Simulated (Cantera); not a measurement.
Source: NASA polynomial tables (part measured, part estimated), evaluated in Cantera. Values are per mole of reaction as written; species without (g) are pure solids or liquids, kept so even where they would boil at 1 bar.

a) 2 C + O₂(g) = 2 CO(g)
b) 1.143 Ti + O₂(g) = 0.2857 Ti₄O₇
c) Nb + O₂(g) = NbO₂
d) V + O₂(g) = VO₂(g)
e) 1.333 Ti + O₂(g) = 0.6667 Ti₂O₃

Q: Order these by ΔG° at 1948 K, most negative first.

A: e (-667 kJ), b (-633 kJ), a (-563 kJ), c (-461 kJ), d (-275 kJ)
